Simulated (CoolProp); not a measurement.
Acetone along the isotherm 550 K: density (kg/m³) from the reference equation and from simpler models built on Tc = 508.1 K, pc = 4.692 MPa, ω = 0.307; each cubic takes its own stable root.

Model: reference Helmholtz-energy equation of state, Lemmon 2006, in CoolProp. It is a short technical equation, of lower accuracy than the large ones.

```csv
p (MPa),phase,reference,ideal gas,Redlich-Kwong,Soave-Redlich-Kwong,Peng-Robinson
0.0223,gas,0.2836,0.2832,0.2836,0.2836,0.2836
0.0457,gas,0.5821,0.5804,0.5820,0.5819,0.5821
0.0939,gas,1.200,1.193,1.199,1.199,1.200
0.193,gas,2.482,2.451,2.479,2.478,2.481
0.396,gas,5.161,5.029,5.148,5.142,5.158
0.813,gas,10.90,10.33,10.85,10.82,10.89
1.67,gas,23.85,21.21,23.62,23.47,23.78
3.43,gas,57.23,43.56,56.29,55.21,56.84
7.04,supercritical,211.7,89.41,206.9,179.1,190.4
```
